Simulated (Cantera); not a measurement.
Mixture: CO : H2 : CH4 : O2 : N2 = 1 : 0.078 : 0.45 : 0.654 : 2.46 (molar parts), equivalence ratio 2.2, at 530000 Pa, adiabatic and at constant pressure. Ignition delay is the time to a rise of 400 K.

Model: GRI-Mech 3.0 (53 species, 325 reactions), integrated in Cantera.

What does this change do: pressure from 530000 Pa to 2500000 Pa?


```tsv
quantity	before	after
delay at 1100 K	15.6 ms	3.89 ms
delay at 1200 K	5.50 ms	1.28 ms
delay at 1300 K	1.95 ms	0.475 ms
delay at 1400 K	0.711 ms	0.189 ms
delay at 1500 K	0.274 ms	79.4 µs
delay at 1600 K	0.114 ms	35.1 µs
apparent activation energy between 1400 and 1600 K	170 kJ/mol	160 kJ/mol
```
The pressure lies above the range GRI-Mech 3.0 was tuned for (to about 10 atm).

What does this change do: H2 0.078 to 0.1 parts?


```
quantity                                                before       after
--------------------------------------------------  ----------  ----------
delay at 1100 K                                        15.6 ms     9.96 ms
delay at 1200 K                                        5.50 ms     3.85 ms
delay at 1300 K                                        1.95 ms     1.47 ms
delay at 1400 K                                       0.711 ms    0.568 ms
delay at 1500 K                                       0.274 ms    0.230 ms
delay at 1600 K                                       0.114 ms     99.9 µs
apparent activation energy between 1400 and 1600 K  170 kJ/mol  160 kJ/mol
```
